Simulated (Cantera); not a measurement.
A perfectly stirred reactor is fed with 2.71 % C2H4, 19.8 % O2, 74.5 % N2, 2.98 % H2O, equivalence ratio 0.41, at 150000 Pa; it is adiabatic with a 523 K inlet, and is followed from long to short residence time, starting on the burning branch (τ in s: 0.031, 0.017, 0.0092, 0.005, 0.0027, 0.0015, 0.00081, 0.00044, 0.00024, 0.00013, 7.1e-05, 3.9e-05, 2.1e-05).

Model: GRI-Mech 3.0 (53 species, 325 reactions), integrated in Cantera. GRI-Mech 3.0 was tuned for natural gas; its chemistry of ethylene as a main component is partial and can be far from experiment.

x: mole fraction; the columns are a selection and need not sum to one.

| τ (s) | T (K) | x C2H4 | x O2 | x H2O | x CH4 | x C2H6 | x NO |
|---|---|---|---|---|---|---|---|
| 0.031 | 1541 | 1.89e-5 | 0.117 | 0.0835 | ___ | 1.41e-10 | 2.91e-6 |
| 0.017 | 1537 | 2.66e-5 | 0.117 | 0.0834 | ___ | 2.89e-10 | 2.48e-6 |
| 0.0092 | 1531 | 3.77e-5 | 0.118 | 0.0832 | ___ | 5.93e-10 | 2.02e-6 |
| 0.0050 | 1521 | 5.36e-5 | 0.118 | 0.0829 | ___ | 1.22e-9 | 1.62e-6 |
| 0.0027 | 1508 | 7.78e-5 | 0.118 | 0.0826 | ___ | 2.66e-9 | 1.29e-6 |
| 0.0015 | 1488 | 0.000115 | 0.119 | 0.0822 | ___ | 6.11e-9 | 1.04e-6 |
| 0.00081 | 1457 | 0.000186 | 0.121 | 0.0816 | ___ | 1.79e-8 | 7.81e-7 |
| 0.00044 | 1403 | 0.000368 | 0.124 | 0.0805 | ___ | 8.89e-8 | 4.38e-7 |
| 0.00024 | 523 | 0.0271 | 0.198 | 0.0298 | <1e-12 | <1e-12 | <1e-12 |
| 0.00013 | 523 | 0.0271 | 0.198 | 0.0298 | <1e-12 | <1e-12 | <1e-12 |
| 7.1e-5 | 523 | 0.0271 | 0.198 | 0.0298 | <1e-12 | <1e-12 | <1e-12 |
| 3.9e-5 | 523 | 0.0271 | 0.198 | 0.0298 | <1e-12 | <1e-12 | <1e-12 |
| 2.1e-5 | 523 | 0.0271 | 0.198 | 0.0298 | <1e-12 | <1e-12 | <1e-12 |

Problem. Some entries are withheld; supply them.

Solution. 
- 0.031, x CH4: 1.95e-7
- 0.017, x CH4: 2.78e-7
- 0.0092, x CH4: 4.17e-7
- 0.0050, x CH4: 6.68e-7
- 0.0027, x CH4: 1.18e-6
- 0.0015, x CH4: 2.24e-6
- 0.00081, x CH4: 5.14e-6
- 0.00044, x CH4: 1.60e-5
